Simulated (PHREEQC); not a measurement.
# Silver or lead bath: an equilibrium model

Consider water at 40 °C with 0.21 mmol/kgw Ag2SO4, 0.084 mmol/kgw KBr and 14 mmol/kgw Na2SO4. Closed to the air; pH follows from the charge balance.

All values are PHREEQC results (ion-association model, wateq4f.dat), not measurements.

Each row changes one thing in this solution. Precipitation was switched off in this run.

```json
[
 {"case": "as made", "pH": "6.90", "ionic strength (mol/kgw)": "0.0407", "SO4-2 (mol/kgw)": "0.0132", "Ag+ (mol/kgw)": "0.000311", "AgSO4- (mol/kgw)": "4.35e-5", "Br- (mol/kgw)": "1.74e-5", "SI of Bromyrite (AgBr)": "+3.13", "SI of Ag2O (Ag2O)": "-5.59"},
 {"case": "KBr replaced by HBr at the same molality", "pH": "4.42", "ionic strength (mol/kgw)": "0.0406", "SO4-2 (mol/kgw)": "0.0132", "Ag+ (mol/kgw)": "0.000311", "AgSO4- (mol/kgw)": "4.34e-5", "Br- (mol/kgw)": "1.74e-5", "SI of Bromyrite (AgBr)": "+3.13", "SI of Ag2O (Ag2O)": "-10.55"},
 {"case": "Na2SO4 from 0.014 to 0.0154 mol/kgw", "pH": "6.91", "ionic strength (mol/kgw)": "0.0446", "SO4-2 (mol/kgw)": "0.0145", "Ag+ (mol/kgw)": "0.000309", "AgSO4- (mol/kgw)": "4.60e-5", "Br- (mol/kgw)": "1.77e-5", "SI of Bromyrite (AgBr)": "+3.13", "SI of Ag2O (Ag2O)": "-5.59"},
 {"case": "Na2SO4 replaced by K2SO4 at the same molality", "pH": "6.90", "ionic strength (mol/kgw)": "0.0397", "SO4-2 (mol/kgw)": "0.0127", "Ag+ (mol/kgw)": "0.000312", "AgSO4- (mol/kgw)": "4.22e-5", "Br- (mol/kgw)": "1.73e-5", "SI of Bromyrite (AgBr)": "+3.13", "SI of Ag2O (Ag2O)": "-5.59"},
 {"case": "Na2SO4 left out", "pH": "6.77", "ionic strength (mol/kgw)": "0.000640", "SO4-2 (mol/kgw)": "0.000208", "Ag+ (mol/kgw)": "0.000348", "AgSO4- (mol/kgw)": "1.42e-6", "Br- (mol/kgw)": "1.23e-5", "SI of Bromyrite (AgBr)": "+3.17", "SI of Ag2O (Ag2O)": "-5.61"},
 {"case": "temperature from 40 to 50 °C", "pH": "[?]", "ionic strength (mol/kgw)": "0.0406", "SO4-2 (mol/kgw)": "0.0132", "Ag+ (mol/kgw)": "0.000309", "AgSO4- (mol/kgw)": "4.58e-5", "Br- (mol/kgw)": "[?]", "SI of Bromyrite (AgBr)": "+2.70", "SI of Ag2O (Ag2O)": "-5.59"},
 {"case": "temperature from 40 to 60 °C", "pH": "6.70", "ionic strength (mol/kgw)": "0.0405", "SO4-2 (mol/kgw)": "0.0132", "Ag+ (mol/kgw)": "[?]", "AgSO4- (mol/kgw)": "4.79e-5", "Br- (mol/kgw)": "[?]", "SI of Bromyrite (AgBr)": "[?]", "SI of Ag2O (Ag2O)": "-5.57"},
 {"case": "Na2SO4 from 0.014 to 0.028 mol/kgw", "pH": "6.95", "ionic strength (mol/kgw)": "0.0788", "SO4-2 (mol/kgw)": "0.0253", "Ag+ (mol/kgw)": "0.000293", "AgSO4- (mol/kgw)": "6.41e-5", "Br- (mol/kgw)": "1.97e-5", "SI of Bromyrite (AgBr)": "+3.12", "SI of Ag2O (Ag2O)": "-5.59"}
]
```

### Question
Complete the blanks.

### Answer

- temperature from 40 to 50 °C, pH: 6.79
- temperature from 40 to 50 °C, Br- (mol/kgw): 1.76e-5
- temperature from 40 to 60 °C, Ag+ (mol/kgw): 0.000307
- temperature from 40 to 60 °C, Br- (mol/kgw): 1.78e-5
- temperature from 40 to 60 °C, SI of Bromyrite (AgBr): +2.28

Some of these states are supersaturated (in Bromyrite, for instance). Away from 25 °C the constants follow the database's enthalpies or fits; those with neither stay at their 25 °C values.
